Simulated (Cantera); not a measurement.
A perfectly stirred reactor is fed with H2 : O2 : N2 = 1 : 0.806 : 8.87 (molar parts), equivalence ratio 0.62, at 3980 Torr; it is adiabatic with a 798 K inlet, and is followed from long to short residence time, starting on the burning branch (τ in s: 0.031, 0.01, 0.0035, 0.0012, 0.00038, 0.00013, 4.3e-05, 1.4e-05, 4.7e-06).

Model: GRI-Mech 3.0 (53 species, 325 reactions), integrated in Cantera. The hydrogen kinetics of GRI-Mech 3.0 are dated; newer H2 mechanisms differ, most at raised pressure.

### Question
What does this change do: inlet temperature 798 to 675 K?

### Answer
```tsv
quantity	before	after
blow-out, bracketed by the residence times tried	burning at 43.0 µs, out at 14.0 µs	burning at 0.130 ms, out at 43.0 µs
x(H2) at τ = 31.0 ms	0.000131	0.000241
x(O2) at τ = 31.0 ms	0.0301	0.0301
x(N2O) at τ = 31.0 ms	1.86e-6	1.78e-6
x(NO) at τ = 31.0 ms	2.13e-6	7.12e-7
x(NO2) at τ = 31.0 ms	4.05e-8	3.54e-8
x(H2) at τ = 0.380 ms	0.00236	0.00419
x(O2) at τ = 0.380 ms	0.0308	0.0319
x(N2O) at τ = 0.380 ms	1.05e-6	7.33e-7
x(NO) at τ = 0.380 ms	2.07e-6	8.19e-7
x(NO2) at τ = 0.380 ms	1.08e-8	6.86e-9
```
